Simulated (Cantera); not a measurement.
**Stirred combustor or abatement burner**

A perfectly stirred reactor is fed with 3.66 % CH4, 4.39 % C2H6, 18.9 % O2, 70.9 % N2, 2.12 % H2O, equivalence ratio 1.2, at 8.98 atm; it is adiabatic with a 550 K inlet, and is followed from long to short residence time, starting on the burning branch (τ in s: 0.093, 0.046, 0.022, 0.011, 0.0054, 0.0027, 0.0013, 0.00064, 0.00032, 0.00016, 7.6e-05, 3.7e-05, 1.8e-05).

Computed with Cantera and GRI-Mech 3.0 (53 species, 325 reactions).

| τ (s) | T (K) | x CH4 | x C2H6 | x O2 | x HCN | x H2 | x HO2 |
|---|---|---|---|---|---|---|---|
| 0.093 | 2317 | 5.40e-6 | 4.09e-8 | 6.38e-5 | 6.97e-7 | 0.0233 | 4.62e-8 |
| 0.046 | 2316 | 9.44e-6 | 8.15e-8 | 8.61e-5 | 1.31e-6 | 0.0233 | 5.92e-8 |
| 0.022 | 2314 | 1.57e-5 | 1.66e-7 | 0.000128 | 2.40e-6 | 0.0233 | 8.60e-8 |
| 0.011 | 2312 | 2.33e-5 | 3.21e-7 | 0.000196 | 4.00e-6 | 0.0234 | 1.35e-7 |
| 0.0054 | 2307 | 3.27e-5 | 6.21e-7 | 0.000310 | 6.32e-6 | 0.0234 | 2.31e-7 |
| 0.0027 | 2302 | 4.33e-5 | 1.16e-6 | 0.000490 | 9.32e-6 | 0.0235 | 4.09e-7 |
| 0.0013 | 2293 | 5.73e-5 | 2.23e-6 | 0.000794 | 1.34e-5 | 0.0236 | 7.61e-7 |
| 0.00064 | 2281 | 7.67e-5 | 4.14e-6 | 0.00126 | 1.84e-5 | 0.0238 | 1.38e-6 |
| 0.00032 | 2266 | 0.000107 | 7.60e-6 | 0.00197 | 2.44e-5 | 0.0241 | 2.41e-6 |
| 0.00016 | 2245 | 0.000161 | 1.41e-5 | 0.00309 | 3.19e-5 | 0.0245 | 4.17e-6 |
| 7.6e-5 | 2214 | 0.000278 | 2.88e-5 | 0.00510 | 4.18e-5 | 0.0249 | 7.60e-6 |
| 3.7e-5 | 2166 | 0.000571 | 6.50e-5 | 0.00893 | 5.23e-5 | 0.0254 | 1.49e-5 |
| 1.8e-5 | 550 | 0.0366 | 0.0439 | 0.189 | <1e-12 | <1e-12 | <1e-12 |
x: mole fraction; the columns are a selection and need not sum to one.
